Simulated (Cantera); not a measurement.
A closed system holds: 1 mol C₂H₆, 0.69 mol H₂O, 24 mol H₂, 0.012 mol NH₃, at 0.270 bar.

These are equilibrium values from Cantera (NASA tables, ideal gas, pure condensed phases), not measurements of a reactor. Candidate condensed phases: C, C₆H₆, C₇H₈, C₈H₁₈, H₂O; 136 gas species. Rates play no part.

Q: Which condensed phases are stable at each of these points (T (°C)): 527, 627, 727, 827, 927, 1027, 1127, 1227, 1327, 1427, 1527?

A: 
```csv
T (°C),condensed phases,C condensed (%)
527,gas only,0.0
627,gas only,0.0
727,C(graphite),36.4
827,C(graphite),53.6
927,C(graphite),60.0
1027,C(graphite),62.7
1127,C(graphite),63.9
1227,C(graphite),64.5
1327,C(graphite),64.8
1427,C(graphite),64.8
1527,C(graphite),64.6
```

From 527 °C to 627 °C nothing is condensed. From 727 °C to 1527 °C the condensed part is C(graphite).
